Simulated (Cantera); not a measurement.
Mixture: H2 : O2 : N2 = 1 : 0.25 : 0.85 (molar parts), equivalence ratio 2.0, at 660000 Pa, adiabatic and at constant volume. Ignition delay is the time to a rise of 400 K.

Detailed kinetics in Cantera: the H2/O2 subset of GRI-Mech 3.0, which has no nitrogen chemistry. The hydrogen kinetics of GRI-Mech 3.0 are dated; newer H2 mechanisms differ, most at raised pressure.

Problem. What does this change do: pressure from 660000 Pa to 100000 Pa?

Solution. 
| quantity | before | after |
|---|---|---|
| delay at 950 K | 24.4 ms | 8.55 ms |
| delay at 1025 K | 3.82 ms | 0.221 ms |
| delay at 1100 K | 0.580 ms | 94.8 µs |
| delay at 1175 K | 51.4 µs | 55.5 µs |
| delay at 1250 K | 9.46 µs | 36.8 µs |
| delay at 1325 K | 4.89 µs | 26.5 µs |

Problem. What does this change do: pressure from 660000 Pa to 690000 Pa?

Solution. 
```
quantity           before     after
---------------  --------  --------
delay at 950 K    24.4 ms   23.8 ms
delay at 1025 K   3.82 ms   3.78 ms
delay at 1100 K  0.580 ms  0.595 ms
delay at 1175 K   51.4 µs   58.1 µs
delay at 1250 K   9.46 µs   9.50 µs
delay at 1325 K   4.89 µs   4.77 µs
```

Problem. What does this change do: constant pressure in place of constant volume?

Solution. 
| quantity | before | after |
|---|---|---|
| delay at 950 K | 24.4 ms | 26.7 ms |
| delay at 1025 K | 3.82 ms | 4.09 ms |
| delay at 1100 K | 0.580 ms | 0.604 ms |
| delay at 1175 K | 51.4 µs | 52.3 µs |
| delay at 1250 K | 9.46 µs | 9.78 µs |
| delay at 1325 K | 4.89 µs | 5.10 µs |
